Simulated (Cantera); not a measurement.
A Cantera script and its output.

```python
import numpy as np
import cantera as ct

gas = ct.Solution("gri30.yaml")
gas.TPX = 450, 1000000, {'CO': 1, 'H2': 0.037, 'CH4': 0.088, 'O2': 0.694, 'N2': 2.61, 'CO2': 0.21}
flame = ct.FreeFlame(gas, width=0.008)
flame.set_refine_criteria(ratio=3, slope=0.08, curve=0.16)
flame.transport_model = "mixture-averaged"
flame.solve(loglevel=0, auto=True)
z, T = flame.grid, flame.T
thick = (T[-1] - T[0]) / np.gradient(T, z).max()
show = ['CO', 'H2', 'CH4', 'CH2', 'O', 'H']
print(f"laminar burning velocity  {flame.velocity[0] * 100:.3f} cm/s")
print(f"burnt temperature         {T[-1]:.1f} K")
print(f"thermal thickness         {thick * 1e3:.4f} mm")
print(f"grid points               {len(z)}")
z0 = z[flame.heat_release_rate.argmax()]
print(f"{'z/mm':>9s}{'T/K':>9s}{'u/(m/s)':>9s}" + "".join(f"{s:>11s}" for s in show))
rows = []
for k in (-3, -2, -1.5, -1, -0.5, -0.25, 0, 0.25, 0.5, 1, 2, 4, 8):
    zz = z0 + k * thick
    rows.append([k * thick, np.interp(zz, z, T), np.interp(zz, z, flame.velocity),
                 *(np.interp(zz, z, flame.X[gas.species_index(s)]) for s in show)])
    print(f"{rows[-1][0] * 1e3:9.3f}{rows[-1][1]:9.1f}{rows[-1][2]:9.3f}" + "".join(f"{x:11.3e}" for x in rows[-1][3:]))
```

Result:

```
laminar burning velocity  43.683 cm/s
burnt temperature         2410.8 K
thermal thickness         0.0662 mm
grid points               134
     z/mm      T/K  u/(m/s)         CO         H2        CH4        CH2          O          H
   -0.199    450.1    0.437  2.156e-01  7.863e-03  1.897e-02  5.695e-25  7.657e-15  2.036e-17
   -0.132    451.0    0.438  2.156e-01  7.625e-03  1.896e-02  1.563e-21  1.263e-12  1.908e-15
   -0.099    454.6    0.441  2.155e-01  7.313e-03  1.890e-02  1.127e-19  1.857e-11  3.532e-14
   -0.066    479.6    0.465  2.145e-01  6.649e-03  1.851e-02  8.674e-17  1.117e-09  3.678e-12
   -0.033    719.8    0.695  2.023e-01  5.340e-03  1.477e-02  2.427e-11  7.260e-07  1.450e-07
   -0.017   1104.5    1.055  1.783e-01  4.521e-03  8.611e-03  1.211e-07  6.359e-05  6.891e-05
    0.000   1562.4    1.460  1.387e-01  3.345e-03  1.618e-03  1.961e-06  1.302e-03  9.188e-04
    0.017   1833.7    1.677  9.944e-02  2.179e-03  4.691e-05  2.796e-07  3.278e-03  1.883e-03
    0.033   1980.2    1.787  7.622e-02  1.960e-03  6.374e-07  7.728e-09  3.328e-03  1.926e-03
    0.066   2127.5    1.898  5.690e-02  1.738e-03  2.924e-10  6.892e-12  2.341e-03  1.310e-03
    0.132   2244.9    1.985  4.306e-02  1.313e-03  1.890e-15  8.149e-16  1.302e-03  6.730e-04
    0.265   2325.7    2.044  3.277e-02  9.680e-04  8.088e-17  1.611e-16  7.204e-04  3.493e-04
    0.529   2377.8    2.081  2.569e-02  7.450e-04  4.783e-17  8.751e-17  4.401e-04  2.033e-04
```

Cantera simulation using GRI-Mech 3.0 (53 species, 325 reactions); the numbers are that mechanism's predictions, not measurements. Burning velocities carry a grid error of a few per cent, more on coarse grids.
